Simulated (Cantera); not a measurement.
Charge: 1 mol CH4, 13 mol H2, 1.9 mol N2, equilibrated at 698 K.

Equilibrium computed with Cantera from the NASA thermochemical tables; the gas is ideal and each condensed phase is pure. Candidate condensed phases: C, C6H6, C7H8, C8H18; 92 gas species. The ideal-gas law is rough above about 30 bar. Rates play no part.

log p: log10 of the partial pressure in bar; n: condensed amount in mol.

```tsv
P (Pa)	log p H2	log p NH3	log p N2	log p CH4	log p C2H6	log p HCN	n C(graphite)
10	-4.05	-10.57	-4.95	-7.16	?	-12.81	0.988
160	-2.85	-8.17	-3.74	-4.76	?	-11.60	0.818
2500	-1.69	-5.81	-2.52	-2.80	?	-10.79	0
40000	-0.49	-3.41	-1.32	-1.60	?	-10.79	0
630000	0.71	-1.03	-0.14	-0.40	?	-10.78	0
10000000	1.86	1.17	0.80	0.86	?	<-10	0
```

### Question
Some entries are withheld; supply them.

### Answer

- 10, log p C2H6: -15.64
- 160, log p C2H6: -12.04
- 2500, log p C2H6: -9.29
- 40000, log p C2H6: -8.09
- 630000, log p C2H6: -6.87
- 10000000, log p C2H6: -5.52
